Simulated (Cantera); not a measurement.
Counterflow diffusion flame

A counterflow diffusion flame at 2.37 atm, nozzles 20 mm apart: fuel side 100 % C₃H₈ at 450 K, oxidiser side 27.0 % O₂, 73.0 % N₂ at 450 K, fuel mass flux 1.1 times the oxidiser's; mixture-averaged transport, no radiation.

Model: GRI-Mech 3.0 (53 species, 325 reactions), integrated in Cantera. GRI-Mech 3.0 was tuned for natural gas; its chemistry of propane as a main component is partial and can be far from experiment. GRI-Mech 3.0 has no aromatics or soot, which form on the fuel side of real flames. The maximum strain rate includes the flame's own expansion and is several times the mean.

```
oxidiser flux (kg/m²/s)  max strain (1/s)  mean strain (1/s)  T max (K)  peak x OH  peak x H  peak x NO  peak x CO  peak x C₂H₂
-----------------------  ----------------  -----------------  ---------  ---------  --------  ---------  ---------  -----------
0.6                                   199               27.7       2458     0.0114   0.00369   0.000870      0.105       0.0572
0.89                                  287               41.2       2431     0.0116   0.00392   0.000741      0.102       0.0564
1.3                                   410               60.1       2403     0.0118   0.00416   0.000649     0.0991       0.0551
2                                     617               92.5       2373     0.0120   0.00448   0.000568     0.0966       0.0533
3                                     905                139       2347     0.0122   0.00484   0.000505     0.0949       0.0514
4.4                                  1300                203       2323     0.0123   0.00518   0.000451     0.0936       0.0493
6.6                                  1900                305       2294     0.0123   0.00554   0.000393     0.0923       0.0468
9.8                                  2750                453       2263     0.0121   0.00587   0.000334     0.0913       0.0440
15                                   4080                694       2227     0.0117   0.00618   0.000271     0.0906       0.0406
```
x: mole fraction; the columns are a selection and need not sum to one.
